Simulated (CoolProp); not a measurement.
Saturation properties of n-dodecane.

Computed with CoolProp (reference Helmholtz-energy equation of state, Lemmon 2004). It is a short technical equation, of lower accuracy than the large ones.

| T (K) | p (kPa) | vapour density (kg/m³) | liquid cp (kJ/(kg K)) |
|---|---|---|---|
| 403.5 | 7.443 | 0.3820 | 2.608 |
| 417.2 | 12.38 | 0.6175 | 2.664 |
| 430.8 | 19.70 | 0.9579 | 2.720 |
| 444.5 | 30.33 | 1.442 | 2.776 |
| 458.2 | 45.22 | 2.107 | 2.833 |
| 471.9 | 65.48 | 3.001 | 2.890 |
| 485.6 | 92.39 | 4.180 | 2.948 |
| 499.3 | 127.4 | 5.713 | 3.006 |
| 513 | 172.0 | 7.680 | 3.066 |
| 526.7 | 228.1 | 10.18 | 3.128 |
| 540.3 | 296.8 | 13.32 | 3.191 |
| 554 | 381.2 | 17.31 | 3.259 |
| 567.7 | 483.1 | 22.35 | 3.332 |

It boils at 489.4 K under 1 atm.
